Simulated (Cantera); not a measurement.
An adiabatic, constant-pressure homogeneous reactor starts with CH4 : CO : O2 : N2 = 1 : 0.034 : 2.08 : 7.82 (molar parts), equivalence ratio 0.97, at 1625 K and 0.987 atm. Integrator tolerance rtol = 1e-08.

Computed with Cantera and GRI-Mech 3.0 (53 species, 325 reactions).

Q: What does this change do: constant volume in place of constant pressure?

A: 
```
quantity                                                            before                                    after
---------------------------------  ---------------------------------------  ---------------------------------------
time of steepest temperature rise                                 0.382 ms                                 0.362 ms
temperature at 4.00 s                                               2770 K                                   2923 K
equilibrium temperature                                             2770 K                                   2923 K
x(CH4) at 4.00 s                     <1e-12 (gas-phase equilibrium <1e-12)    <1e-12 (gas-phase equilibrium <1e-12)
x(CO) at 4.00 s                      0.0421 (gas-phase equilibrium 0.0421)    0.0478 (gas-phase equilibrium 0.0478)
x(O2) at 4.00 s                      0.0235 (gas-phase equilibrium 0.0235)    0.0249 (gas-phase equilibrium 0.0249)
x(H2) at 4.00 s                      0.0179 (gas-phase equilibrium 0.0179)    0.0211 (gas-phase equilibrium 0.0211)
x(HO2) at 4.00 s                   6.19e-6 (gas-phase equilibrium 6.19e-6)  1.00e-5 (gas-phase equilibrium 1.00e-5)
x(HCO) at 4.00 s                   4.13e-8 (gas-phase equilibrium 4.13e-8)  9.90e-8 (gas-phase equilibrium 9.90e-8)
x(OH) at 4.00 s                      0.0213 (gas-phase equilibrium 0.0213)    0.0258 (gas-phase equilibrium 0.0258)
```

Q: What does this change do: initial temperature 1625 to 1525 K?

A: 
| quantity | before | after |
|---|---|---|
| time of steepest temperature rise | 0.382 ms | 0.919 ms |
| temperature at 4.00 s | 2770 K | 2734 K |
| equilibrium temperature | 2770 K | 2734 K |
| x(CH4) at 4.00 s | <1e-12 (gas-phase equilibrium <1e-12) | <1e-12 (gas-phase equilibrium <1e-12) |
| x(CO) at 4.00 s | 0.0421 (gas-phase equilibrium 0.0421) | 0.0394 (gas-phase equilibrium 0.0394) |
| x(O2) at 4.00 s | 0.0235 (gas-phase equilibrium 0.0235) | 0.0224 (gas-phase equilibrium 0.0224) |
| x(H2) at 4.00 s | 0.0179 (gas-phase equilibrium 0.0179) | 0.0164 (gas-phase equilibrium 0.0164) |
| x(HO2) at 4.00 s | 6.19e-6 (gas-phase equilibrium 6.19e-6) | 5.61e-6 (gas-phase equilibrium 5.61e-6) |
| x(HCO) at 4.00 s | 4.13e-8 (gas-phase equilibrium 4.13e-8) | 3.39e-8 (gas-phase equilibrium 3.39e-8) |
| x(OH) at 4.00 s | 0.0213 (gas-phase equilibrium 0.0213) | 0.0195 (gas-phase equilibrium 0.0195) |
